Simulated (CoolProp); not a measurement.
A single-stage vapour-compression cycle with the fluid: evaporating at 283.15 K (dew point), condensing at 336.15 K (bubble point), superheat 5 K, subcooling 0 K, compressor efficiency 0.9, no pressure losses. The same conditions are run with several fluids, on thermodynamics alone (safety and materials aside).

Model: reference Helmholtz-energy equation of state of each fluid (propane: Lemmon 2009; chlorine: Thol 2021; R404A: Lemmon 2003; R1336mzz(E): Akasaka 2023; R21: Platzer 1990; R114: Platzer 1990), in CoolProp. The equations of Platzer and Polt are older, rougher fits. Blends and air are pseudo-pure fits.

Q: Rank propane, chlorine, R404A, R1336mzz(E), R21, R114 by cooling COP, highest first.

A: R21 (4.02), chlorine (3.81), R114 (3.51), R1336mzz(E) (3.38), propane (3.24), R404A (2.49)

| fluid | pressure ratio | discharge temperature (K) | refrigerating effect (kJ/kg) | volumetric capacity (kJ/m³) |
|---|---|---|---|---|
| propane | 3.54 | 348.2 | 217 | 2910 |
| chlorine | 3.81 | 411.3 | 208 | 3360 |
| R404A | 3.77 | 349.8 | 72.1 | 2900 |
| R1336mzz(E) | 5.60 | 336.1 | 89.4 | 711 |
| R21 | 5.33 | 370.7 | 185 | 872 |
| R114 | 4.86 | 336.1 | 83.3 | 800 |

The compression ends wet for: R1336mzz(E); R114.
